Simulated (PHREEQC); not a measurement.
0.05 mol of Jarosite-K (KFe3(SO4)2(OH)6) is brought to equilibrium with 1 kg of water holding 0.001 mol NaCl, at 25 °C, the pH being set by adding NaOH or HCl. O2 is buffered at 0.21 atm. No CO2 enters from the air. Names ending in (a), (am) or -a are amorphous solids. The run lets Jarosite-K, Fe(OH)3(a), Sylvite precipitate or redissolve, and no other solid.

The numbers come from PHREEQC with the ion-association model, phreeqc.dat.

### Question
Predict dissolved K (mol/kgw), dissolved Fe (mol/kgw) at pH = 4, 4.67, 5.33, 6.

### Answer
| pH | dissolved K (mol/kgw) | dissolved Fe (mol/kgw) |
|---|---|---|
| 4 | 7.91e-5 | 2.36e-5 |
| 4.67 | 0.000392 | 4.10e-6 |
| 5.33 | 0.00214 | 9.11e-7 |
| 6 | 0.0156 | 2.32e-7 |

Species that the database lacks are ignored.
